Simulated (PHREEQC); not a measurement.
3.6 g of hydrous ferric oxide (600 m²/g; 0.2 weak and 0.005 strong sites per Fe, Dzombak-Morel constants, diffuse double layer) in 1 kg of water with 0.01 mol/kgw of an inert sodium salt and 0.2 mmol/kgw Na2SO4, 3.5 mmol/kgw CuCl2 and 1.2 mmol/kgw MgCl2, at 25 °C; the pH is set by adding NaOH or the inert anion's acid. O2 is buffered at 0.21 atm. The system is closed to CO2. Nothing may precipitate in this run.

Base run: PHREEQC, ion-association model, wateq4f.dat. Each further column changes one thing. The table gives Cu sorbed (%).

```tsv
pH	base	no electrostatic term (-no_edl)	background salt from 0.01 to 0.001 mol/kgw	oxide from 3.6 to 18 g/kgw	0.018 mol/kgw CuSO4 added
4	10.5	…	10.5	40.7	3.4
4.38	26.2	35.3	25.9	…	9.9
5.12	76.7	…	74.5	97.4	23.4
5.5	90.8	98.4	89.1	99.4	26.6
5.88	96.8	99.7	96.0	99.9	28.4
6.62	99.6	100.0	99.5	100.0	29.6
7	99.8	100.0	99.8	100.0	29.7
7.38	99.8	100.0	99.8	100.0	29.7
8.12	99.5	100.0	99.4	100.0	29.1
8.5	98.7	99.9	98.5	100.0	28.2
8.88	96.5	99.8	96.1	100.0	26.6
9.62	86.1	96.9	85.5	100.0	21.4
10	81.9	86.8	81.7	100.0	18.5
```

**Question.** Some entries are withheld; supply them.

**Answer.** 
- 4, no electrostatic term (-no_edl): 12.6
- 4.38, oxide from 3.6 to 18 g/kgw: 70.2
- 5.12, no electrostatic term (-no_edl): 91.8

In at least one series the solution becomes supersaturated in solids that the run did not let form, among them Cu(OH)2, Brochantite, Atacamite. The database's constant for dissolved Cu(OH)2 is higher than later reviews accept.
